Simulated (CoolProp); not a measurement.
Model: reference Helmholtz-energy equation of state, Wu 2012, in CoolProp.

Task: Give the vapour pressure (kPa), liquid density (kg/m³), surface tension (mN/m) of saturated fluoroethane (R161) at -70.55, -4.35 °C.

Result: 
| T (°C) | p (kPa) | liquid density (kg/m³) | surface tension (mN/m) |
|---|---|---|---|
| -70.55 | 16.7 | 863 | 22.7 |
| -4.35 | 377 | 767 | 13.3 |

Surface tension comes from a separate correlation (Mulero 2012).
